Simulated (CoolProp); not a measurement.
Vapour pressure (kPa) of decamethyltetrasiloxane (MD2M): the reference equation beside estimates from Tc = 599.4 K, pc = 1144 kPa, ω = 0.635.

Computed with CoolProp (reference Helmholtz-energy equation of state, Thol 2017).

```
T (K)  reference  Soave-Redlich-Kwong  Peng-Robinson
-----  ---------  -------------------  -------------
305.9    0.09543               0.1110         0.1337
308.6     0.1165               0.1343         0.1606
311.4     0.1426               0.1628         0.1935
314.1     0.1725               0.1953         0.2307
316.9     0.2092               0.2349         0.2758
319.6     0.2509               0.2796         0.3264
322.4     0.3017               0.3337         0.3873
325.1     0.3589               0.3944         0.4551
327.9     0.4281               0.4673         0.5363
330.7     0.5087               0.5517         0.6298
333.4     0.5985               0.6454         0.7331
336.2     0.7058               0.7568         0.8553
338.9     0.8246               0.8797         0.9896
```

Absolute difference from the reference over all 13 rows, mean and median: Soave-Redlich-Kwong 11.0 and 10.6 %, Peng-Robinson 29.0 and 28.4 %.
